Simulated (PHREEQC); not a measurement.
Dissolve 0.23 mol NH3 per kg of water at 20 °C. Closed to the air; pH follows from the charge balance.

Computed with PHREEQC (ion-association model, phreeqc.dat).

This is a speciation only: nothing precipitates in the calculation.

### Question
What pH does the model give?

### Answer
pH 11.46.
